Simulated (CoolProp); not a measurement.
A simple Rankine cycle with vinyl chloride: condensing at 316.15 K, boiler at 1.52 MPa, turbine inlet 392.3 K, turbine efficiency 0.6, pump efficiency 0.8, no recuperator. Each further row changes one setting.

Model: reference Helmholtz-energy equation of state, Thol 2022, in CoolProp.

```csv
case,thermal efficiency (%),net work (kJ/kg),heat in (kJ/kg),turbine exit temperature (K),volume ratio over the turbine
as stated,5.7,(withheld),370,359.0,2.27
turbine inlet 412.3 K,5.8,22.7,394,379.7,2.26
condensing temperature 308.15 K,6.9,26.2,383,351.6,2.79
boiler pressure 1.06 MPa,3.4,12.9,378,374.2,(withheld)
turbine efficiency 0.5,(withheld),17.3,370,362.5,2.30
```

Fill in the missing entries.


- as stated, net work (kJ/kg): 21.0
- boiler pressure 1.06 MPa, volume ratio over the turbine: 1.59
- turbine efficiency 0.5, thermal efficiency (%): 4.7
